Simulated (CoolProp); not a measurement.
A single-stage vapour-compression cycle with R507A: evaporating at 304.15 K (dew point), condensing at 334.15 K (bubble point), superheat 2 K, subcooling 5 K, compressor efficiency 0.85, no pressure losses. Each further row changes one setting.

The numbers come from the reference Helmholtz-energy equation of state, Lemmon 2003 in CoolProp. It is a pseudo-pure fit of the blend.

| case | cooling COP | pressure ratio | discharge temperature (K) | refrigerating effect (kJ/kg) | volumetric capacity (kJ/m³) |
|---|---|---|---|---|---|
| as stated | 6.10 | 2.01 | 342.6 | 89.4 | 7190 |
| evaporating temperature 309.15 K | 7.67 | 1.78 | 341.8 | 90.8 | 8440 |
| condensing temperature 329.15 K | 7.90 | 1.81 | 336.4 | 98.5 | 7930 |
| subcooling 10 K | 6.77 | 2.01 | 342.6 | 99.3 | 7990 |
| superheat 12 K | 6.26 | 2.01 | 351.1 | 102 | 7480 |
| compressor efficiency 0.75 | 5.38 | 2.01 | 343.7 | 89.4 | 7190 |
